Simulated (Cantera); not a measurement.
A perfectly stirred reactor is fed with H2 : O2 : N2 = 7.3 : 1 : 6 (molar parts), equivalence ratio 3.6, at 0.340 bar; it is held at 1175 K, and followed from long to short residence time.

Cantera simulation using the H2/O2 subset of GRI-Mech 3.0, which has no nitrogen chemistry; the numbers are that mechanism's predictions, not measurements. The temperature is held fixed by assumption; the heat of reaction is taken as removed at once.

x: mole fraction; the columns are a selection and need not sum to one.

```
τ (s)     x H2      x O2      x H  x H2O   x H2O2
-------  -----  --------  -------  -----  -------
1.2      0.398   7.31e-5  0.00132  0.150  1.15e-9
0.51     0.397  0.000112  0.00202  0.150  1.25e-9
0.22     0.397  0.000172  0.00306  0.150  1.37e-9
0.096    0.396  0.000262  0.00459  0.149  1.54e-9
0.042    0.394       [?]      [?]  0.149      [?]
0.018    0.392  0.000618   0.0103  0.148  2.17e-9
0.0080   0.390  0.000946   0.0151  0.147  2.79e-9
0.0035   0.386   0.00148   0.0219  0.145  3.88e-9
0.0015   0.380   0.00237   0.0313  0.143  5.97e-9
0.00067  0.375   0.00381   0.0426  0.139  9.92e-9
0.00029  0.370       [?]      [?]  0.131      [?]
```

**Question.** Some entries are withheld; supply them.

**Answer.** 
- 0.042, x O2: 0.000399
- 0.042, x H: 0.00686
- 0.042, x H2O2: 1.78e-9
- 0.00029, x O2: 0.00651
- 0.00029, x H: 0.0555
- 0.00029, x H2O2: 1.87e-8
